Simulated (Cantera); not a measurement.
## Hydrocarbon pyrolysis for carbon deposition

An isothermal, constant-pressure homogeneous reactor starts with C₂H₆ : N₂ = 1 : 3.2 (molar parts), at 1800 K and 1330 Pa.

Model: GRI-Mech 3.0 (53 species, 325 reactions), integrated in Cantera. GRI-Mech 3.0 stops at C3 and has no aromatics, soot or wall deposition, so with more carbon than oxygen in the feed, carbon stays in small species such as C2H2 where larger ones or solid carbon would form. Radical loss at walls, strong at low pressure, is not modelled.

| t (s) | x C₂H₆ | x H | x C₂H₂ | x CH₄ | x C₂H₄ | x CH₂ |
|---|---|---|---|---|---|---|
| 2.00e-5 | 0.223 | 0.000131 | 8.99e-8 | 0.000722 | 0.000256 | 1.38e-5 |
| 5.22e-5 | 0.193 | 0.000780 | 1.56e-5 | 0.00422 | 0.00486 | 7.97e-5 |
| 0.000136 | 0.110 | 0.00208 | 0.00167 | 0.0204 | 0.0398 | 0.000183 |
| 0.000356 | 0.0146 | 0.00408 | 0.0317 | 0.0603 | 0.0786 | 0.000198 |
| 0.000928 | 0.000469 | 0.00262 | 0.0943 | 0.0686 | 0.0412 | 6.40e-5 |
| 0.00242 | 8.35e-5 | 0.00131 | 0.124 | 0.0617 | 0.0153 | 1.92e-5 |
| 0.00632 | 2.92e-5 | 0.000833 | 0.138 | 0.0546 | 0.00422 | 8.01e-6 |
| 0.0165 | 1.41e-5 | 0.000673 | 0.144 | 0.0464 | 0.00117 | 4.66e-6 |
| 0.0431 | 7.52e-6 | 0.000673 | 0.148 | 0.0351 | 0.000553 | 3.47e-6 |
| 0.112 | 3.04e-6 | 0.000791 | 0.154 | 0.0206 | 0.000216 | 2.70e-6 |
| 0.294 | 6.56e-7 | 0.00104 | 0.158 | 0.00807 | 5.59e-5 | 1.84e-6 |
| 0.766 | 6.52e-8 | 0.00147 | 0.160 | 0.00205 | 2.00e-5 | 9.47e-7 |
| 2.00 | 4.46e-9 | 0.00173 | 0.161 | 0.000483 | 1.63e-5 | 3.16e-7 |
x: mole fraction; the columns are a selection and need not sum to one.

Equilibrium at this temperature and pressure: C₂H₆ 5.34e-11, H 0.00177, C₂H₂ 0.0968, CH₄ 4.36e-5, C₂H₄ 9.63e-6, CH₂ 3.00e-8 (gas phase only).
